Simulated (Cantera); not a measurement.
A freely propagating, adiabatic, planar premixed flame of 22.8 % CO, 1.85 % H2, 13.0 % O2, 62.3 % N2, unburnt at 400 K and 1.70 bar; mixture-averaged transport, grid criteria slope 0.08 and curve 0.16, no radiation.

Model: GRI-Mech 3.0 (53 species, 325 reactions), integrated in Cantera. Burning velocities carry a grid error of a few per cent, more on coarse grids.

Predict: laminar burning velocity; thermal thickness; peak x(H).


```
Quantity                      Value
------------------------  ---------
laminar burning velocity  45.0 cm/s
thermal thickness          0.491 mm
peak x(H)                   0.00446
```
